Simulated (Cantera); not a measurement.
Standard-state values (1 bar) from the NASA 1993 polynomials, evaluated with Cantera. Values are per mole of reaction as written; species without (g) are pure solids or liquids, kept so even where they would boil at 1 bar.

Between 300 and 2150 K, where is each reaction favourable under standard conditions?
- SiO(g) → Si + O(g)
- NO(g) + Si → N(g) + SiO(g)


- SiO(g) → Si + O(g): ΔG° is 359 kJ at 300 K and 375 kJ at 2150 K; it stays positive (K < 1). ΔH° is 422 kJ and ΔS° 22 J/K at 2150 K.
- NO(g) + Si → N(g) + SiO(g): ΔG° is 240 kJ at 300 K and 9 kJ at 2150 K; it stays positive (K < 1). ΔH° is 223 kJ and ΔS° 100 J/K at 2150 K.
